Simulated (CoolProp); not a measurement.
Vapour-liquid equilibrium of propylene (1) + R114 (2) at 20.55 °C; x and y are mole fractions of (1).

Computed with CoolProp (multi-fluid Helmholtz-energy mixture model, Lemmon 2013 and Platzer 1990; pair parameters Bell 2016). This equation is an older, rougher fit; its heat capacities, sound speeds and derivatives of the liquid may be far off and weren't checked against measurements.

```csv
x,"bubble pressure, mixture model (MPa)","bubble pressure, Raoult's law (MPa)","y, mixture model","y, Raoult's law"
0.05,0.2405,0.2277,0.253,0.227
0.2,0.4016,0.3546,0.599,0.582
0.35,0.5460,0.4815,0.742,0.750
0.5,0.6703,0.6085,0.822,0.848
0.65,0.7802,0.7354,0.879,0.912
0.8,0.8848,0.8623,0.928,0.957
0.95,0.9933,0.9892,0.980,0.991
```

The largest gap from Raoult's law is +13.4 % in bubble pressure, at x = 0.35. No azeotrope shows between x = 0.05 and 0.95.

The pair parameters rest on a limited set of measurements; away from them the model extrapolates.
